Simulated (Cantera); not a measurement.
A freely propagating, adiabatic, planar premixed flame of 28.5 % H₂, 15.0 % O₂, 56.5 % N₂, equivalence ratio 0.95, unburnt at 723 K and 100.0 Torr; mixture-averaged transport, grid criteria slope 0.08 and curve 0.16, no radiation.

Model: the H2/O2 subset of GRI-Mech 3.0, which has no nitrogen chemistry, integrated in Cantera. Burning velocities carry a grid error of a few per cent, more on coarse grids.

x: mole fraction of selected species; z is measured from the peak of heat release.

| z (mm) | T (K) | u (m/s) | x H₂ | x O₂ | x H | x HO₂ | x H₂O | x OH |
|---|---|---|---|---|---|---|---|---|
| -22.7 | 723 | 8.82 | 0.285 | 0.150 | <1e-8 | <1e-8 | <1e-8 | <1e-8 |
| -15.1 | 723 | 8.82 | 0.285 | 0.150 | <1e-8 | <1e-8 | <1e-8 | <1e-8 |
| -11.3 | 723 | 8.82 | 0.285 | 0.150 | <1e-8 | <1e-8 | <1e-8 | <1e-8 |
| -7.55 | 723 | 8.82 | 0.285 | 0.150 | 3.40e-7 | 2.75e-7 | 7.42e-8 | <1e-8 |
| -3.78 | 726 | 8.85 | 0.284 | 0.150 | 0.000368 | 3.13e-5 | 0.000276 | 1.18e-5 |
| -1.89 | (withheld) | 9.68 | 0.267 | 0.147 | 0.00902 | 2.68e-5 | 0.00882 | 0.000245 |
| 0 | (withheld) | 13.5 | 0.124 | 0.0939 | 0.0740 | 1.37e-5 | 0.113 | 0.00399 |
| 1.89 | 1400 | 16.3 | 0.0455 | 0.0451 | 0.0934 | 5.86e-6 | 0.198 | 0.00912 |
| 3.78 | (withheld) | 17.5 | 0.0445 | 0.0405 | 0.0829 | 4.53e-6 | 0.206 | 0.0116 |
| 7.55 | (withheld) | 18.9 | 0.0462 | 0.0373 | 0.0689 | 3.50e-6 | 0.213 | 0.0146 |
| 15.1 | (withheld) | 20.5 | 0.0464 | 0.0338 | 0.0540 | 2.63e-6 | 0.223 | 0.0177 |
| 30.2 | 1981 | 22.1 | 0.0446 | 0.0301 | 0.0398 | 1.95e-6 | 0.235 | 0.0202 |
| 60.4 | (withheld) | 23.6 | 0.0406 | 0.0263 | 0.0272 | 1.53e-6 | 0.249 | 0.0214 |

Some entries are withheld; supply them.


- -1.89, T (K): 799
- 0, T (K): 1141
- 3.78, T (K): 1517
- 7.55, T (K): 1656
- 15.1, T (K): 1814
- 60.4, T (K): 2147
